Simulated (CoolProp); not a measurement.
Vapour-liquid equilibrium of ethanol (1) + cyclohexane (2) at 144.85 °C; x and y are mole fractions of (1).

Model: multi-fluid Helmholtz-energy mixture model, Schroeder 2014 and Zhou 2014; pair parameters Bell 2016, in CoolProp.

```json
[
 {"x": "0.05", "bubble pressure, mixture model (kPa)": "613.8", "bubble pressure, Raoult's law (kPa)": "516.3", "y, mixture model": "0.203", "y, Raoult's law": "0.083"},
 {"x": "0.125", "bubble pressure, mixture model (kPa)": "738.7", "bubble pressure, Raoult's law (kPa)": "543.5", "y, mixture model": "0.361", "y, Raoult's law": "0.198"},
 {"x": "0.2", "bubble pressure, mixture model (kPa)": "820.9", "bubble pressure, Raoult's law (kPa)": "570.6", "y, mixture model": "0.448", "y, Raoult's law": "0.302"},
 {"x": "0.275", "bubble pressure, mixture model (kPa)": "874.4", "bubble pressure, Raoult's law (kPa)": "597.8", "y, mixture model": "0.503", "y, Raoult's law": "0.396"},
 {"x": "0.35", "bubble pressure, mixture model (kPa)": "909.6", "bubble pressure, Raoult's law (kPa)": "625.0", "y, mixture model": "0.541", "y, Raoult's law": "0.482"},
 {"x": "0.425", "bubble pressure, mixture model (kPa)": "933.3", "bubble pressure, Raoult's law (kPa)": "652.1", "y, mixture model": "0.572", "y, Raoult's law": "0.561"},
 {"x": "0.5", "bubble pressure, mixture model (kPa)": "949.7", "bubble pressure, Raoult's law (kPa)": "679.3", "y, mixture model": "0.601", "y, Raoult's law": "0.633"},
 {"x": "0.575", "bubble pressure, mixture model (kPa)": "960.6", "bubble pressure, Raoult's law (kPa)": "706.5", "y, mixture model": "0.630", "y, Raoult's law": "0.700"},
 {"x": "0.65", "bubble pressure, mixture model (kPa)": "966.1", "bubble pressure, Raoult's law (kPa)": "733.6", "y, mixture model": "0.663", "y, Raoult's law": "0.762"},
 {"x": "0.725", "bubble pressure, mixture model (kPa)": "965.0", "bubble pressure, Raoult's law (kPa)": "760.8", "y, mixture model": "0.704", "y, Raoult's law": "0.820"},
 {"x": "0.8", "bubble pressure, mixture model (kPa)": "954.7", "bubble pressure, Raoult's law (kPa)": "788.0", "y, mixture model": "0.757", "y, Raoult's law": "0.874"},
 {"x": "0.875", "bubble pressure, mixture model (kPa)": "932.2", "bubble pressure, Raoult's law (kPa)": "815.1", "y, mixture model": "0.827", "y, Raoult's law": "0.924"},
 {"x": "0.95", "bubble pressure, mixture model (kPa)": "894.6", "bubble pressure, Raoult's law (kPa)": "842.3", "y, mixture model": "0.921", "y, Raoult's law": "0.970"}
]
```

The largest gap from Raoult's law is +46.3 % in bubble pressure, at x = 0.275. y crosses x between x = 0.65 and 0.725: the model has an azeotrope there.

Pair parameters are fitted to limited data, so mixtures are less certain than the pure fluids.
